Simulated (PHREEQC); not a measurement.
1 kg of water holding 0.52 mol MgCl2, 0.12 mol MgSO4 and 0.055 mol NaCl is evaporated at 15 °C; the solids stay in contact with the brine. CO2 from the air is kept out. Solids allowed: Bischofite, Bloedite, Brucite, Epsomite, Halite, Hexahydrite, Kieserite, Mirabilite, Thenardite, MgCl2_4H2O. Others were left out.

The series has 15 steps of water left (kg), from 1 to 0.01509.

Model: Pitzer model, pitzer.dat, run in PHREEQC.

Problem. Which solids form, in which order, and at which step of the series does each first stand?

Solution. Epsomite from water left = 0.165 kg, last present at water left = 0.1311 kg; Halite from water left = 0.1138 kg; Kieserite from water left = 0.1138 kg; Bischofite from water left = 0.05124 kg.

Complexes and solids missing from the database can't appear.
